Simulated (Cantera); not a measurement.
A freely propagating, adiabatic, planar premixed flame of H₂ : O₂ : N₂ = 1 : 0.714 : 2.69 (molar parts), unburnt at 698 K and 13300 Pa; mixture-averaged transport, grid criteria slope 0.08 and curve 0.16, no radiation.

Detailed kinetics in Cantera: the H2/O2 subset of GRI-Mech 3.0, which has no nitrogen chemistry. Burning velocities carry a grid error of a few per cent, more on coarse grids.

Task: What does this change do: inlet temperature 698 to 625 K?

Result: 
```tsv
quantity	before	after
laminar burning velocity	703 cm/s	535 cm/s
thermal thickness	7.31 mm	6.66 mm
peak x(HO₂)	3.69e-5	4.86e-5
peak x(O)	0.0196	0.0181
peak x(OH)	0.0172	0.0160
```
